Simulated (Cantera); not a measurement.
An isothermal, constant-pressure homogeneous reactor starts with CH₄ : N₂ = 1 : 15 (molar parts), at 1825 K and 1.00 bar. Integrator tolerance rtol = 1e-08.

Model: GRI-Mech 3.0 (53 species, 325 reactions), integrated in Cantera. GRI-Mech 3.0 stops at C3 and has no aromatics, soot or wall deposition, so with more carbon than oxygen in the feed, carbon stays in small species such as C2H2 where larger ones or solid carbon would form.

### Question
What does this change do: N2 15 to 2.8 parts?

### Answer
| quantity | before | after |
|---|---|---|
| x(CH₄) at 50.0 s | 0.000212 (gas-phase equilibrium 9.97e-5) | 0.00264 (gas-phase equilibrium 0.00188) |
| x(H) at 50.0 s | 0.000131 (gas-phase equilibrium 0.000132) | 0.000246 (gas-phase equilibrium 0.000247) |
| x(H₂) at 50.0 s | 0.0878 (gas-phase equilibrium 0.0880) | 0.309 (gas-phase equilibrium 0.310) |
| x(CH₃) at 50.0 s | 6.38e-6 (gas-phase equilibrium 3.00e-6) | 4.23e-5 (gas-phase equilibrium 3.01e-5) |
| x(CH₂) at 50.0 s | 1.10e-8 (gas-phase equilibrium 5.15e-9) | 3.88e-8 (gas-phase equilibrium 2.75e-8) |
